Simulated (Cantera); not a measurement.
Charge: 1 mol SiH4, 2.2 mol N2O, 1.7 mol N2, 2.9 mol CO2, equilibrated at 673.15 K and 1000 Pa.

Cantera equilibrium calculation (NASA polynomials, part measured and part estimated; ideal gas, pure solids and liquids). Candidate condensed phases: C, C6H6, C7H8, C8H18, H2O, Si, SiC, SiO2, Si2N2O, Si3N4; 151 gas species. Equilibrium is a limit: real reactors are often held back by kinetics, nucleation or transport.

Base state: N2 0.446, CO2 0.283, H2 0.147, H2O 0.0749, CO 0.0456, CH4 0.00321 (mole fractions); condensed: SiO2(α-quartz).

Question: What changes in the equilibrium state with this change: temperature from 673.15 K to 1098.15 K?

Answer: 
```csv
species,before,after
N2,0.446,0.443
CO2,0.283,0.208
H2O,0.0749,0.144
CO,0.0456,0.121
H2,0.147,0.0833
CH4,0.00321,<1e-9
"SiO2(α-quartz), mol",1.00,0
"SiO2(β-quartz), mol",0,1.00
```
